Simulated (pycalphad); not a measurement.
## Phase fractions of Ti-28.55B (at.%)

All values are pycalphad results on the COST 507 light-alloy database (1999) (1 atm), not direct measurements. The database dates from 1999; later assessments differ in places, in temperatures and in the compounds included. Phase fractions are per mole of atoms. Kinetics are ignored, which matters at the lower temperatures.

```
T (K)  liquid     BM    bcc    hcp
-----  ------  -----  -----  -----
2275    1.000      -      -      -
2125    0.877  0.123      -      -
1975    0.658  0.342      -      -
1825    0.502  0.498      -      -
1675        -  0.569  0.431      -
1525        -  0.569  0.431      -
1375        -  0.570  0.430      -
1225        -  0.570  0.430      -
1075        -  0.570      -  0.430
925         -  0.570      -  0.430
775         -  0.571      -  0.429
625         -  0.571      -  0.429
```

Database names, with the compositions (at.%) that they take in these runs: BM: Ti 50 B 50.
